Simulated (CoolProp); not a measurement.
2000 sccm (0 °C, 1 atm) of nitrogen bubbles through liquid hexamethyldisiloxane (MM) at 294.3 K and leaves saturated at a total pressure of 0.0699 MPa (ideal gas phase). Each further row changes one setting.

Computed with CoolProp (reference Helmholtz-energy equation of state, Thol 2016).

```csv
case,vapour pressure (kPa),mole fraction of vapour,delivery (mg/min),delivery (sccm),change of delivery for a bath 1 K warmer (%)
as stated,4.57,0.0654,1010,140,5.8
bath temperature 299.3 K,5.91,0.0845,1340,185,5.6
total pressure 0.14 MPa,4.57,0.0327,489,67.5,5.5
```
